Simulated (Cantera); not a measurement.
An isothermal, constant-pressure homogeneous reactor starts with 8.33 % NH3, 91.7 % N2, at 1950 K and 20.0 Torr.

Cantera simulation using the gas-phase N/H chemistry of the illustrative SiF4/NH3 mechanism in the Surface Chemkin manual (1991); the numbers are that mechanism's predictions, not measurements. Walls and surfaces, which speed up NH3 decomposition in real reactors, are not modelled.

Problem. Predict: x(NH3) at 3.00 s; x(N) at 3.00 s; x(NH2) at 3.00 s; x(H2) at 3.00 s; x(NH) at 3.00 s; x(H) at 3.00 s.

Solution. 
| Item | Value |
|---|---|
| x(NH3) at 3.00 s | 0.00737 (gas-phase equilibrium 2.10e-8) |
| x(N) at 3.00 s | 1.03e-6 (gas-phase equilibrium 2.47e-9) |
| x(NH2) at 3.00 s | 4.79e-5 (gas-phase equilibrium 1.26e-9) |
| x(H2) at 3.00 s | 0.105 (gas-phase equilibrium 0.114) |
| x(NH) at 3.00 s | 3.81e-6 (gas-phase equilibrium 9.58e-10) |
| x(H) at 3.00 s | 0.000240 (gas-phase equilibrium 0.00239) |
